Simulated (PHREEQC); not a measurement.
Consider water at 25 °C with 0.16 mol/kgw CdCl2 and 0.0001 mol/kgw KCl. Closed to the air; pH follows from the charge balance.

Computed with PHREEQC (ion-association model, wateq4f.dat).

Each row changes one thing in this solution. No solid was allowed to form.

```
case                                            pH  ionic strength (mol/kgw)  Cl- (mol/kgw)
--------------------------------------------  ----  ------------------------  -------------
as made                                       5.30                     0.172          0.146
CdCl2 replaced by NH4Cl at the same molality  5.13                     0.160          0.160
CdCl2 from 0.16 to 0.32 mol/kgw               5.18                     0.280          0.237
0.052 mol/kgw KNO3 added                      5.31                     0.228          0.149
KCl from 0.0001 to 0.0005 mol/kgw             5.30                     0.172          0.146
KCl replaced by LiCl at the same molality     5.30                     0.172          0.146
CdCl2 replaced by LiCl at the same molality   6.98                     0.160          0.160
```
